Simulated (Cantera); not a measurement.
Feed: 1 mol N₂O, 0.034 mol H₂, at 0.00170 bar.

Equilibrium computed with Cantera from the NASA thermochemical tables; the gas is ideal and each condensed phase is pure. Candidate condensed phases: H₂O; 24 gas species. Rates play no part.

Problem. At 1427 °C, list the 5 most abundant gas species with their mole fractions, and the condensed phases.

Solution. N₂ 0.657, O₂ 0.316, H₂O 0.0219, NO 0.00325, OH 0.000928. Condensed: gas only.
